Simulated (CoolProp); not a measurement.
Carbonyl sulfide at 293.15 K and 7.46 MPa is throttled through a valve to 0.226 MPa with no heat exchange. Each further row changes one setting.

Computed with CoolProp (reference Helmholtz-energy equation of state, Lemmon 2006). It is a short technical equation, of lower accuracy than the large ones.

```tsv
case	temperature change (K)	final phase	final density (kg/m³)
as stated	-51.2	two-phase, vapour fraction 0.225	31.0
outlet pressure 0.0678 MPa	-78.5	two-phase, vapour fraction 0.314	7.38
outlet pressure 0.294 MPa	-44.2	two-phase, vapour fraction 0.199	44.1
```
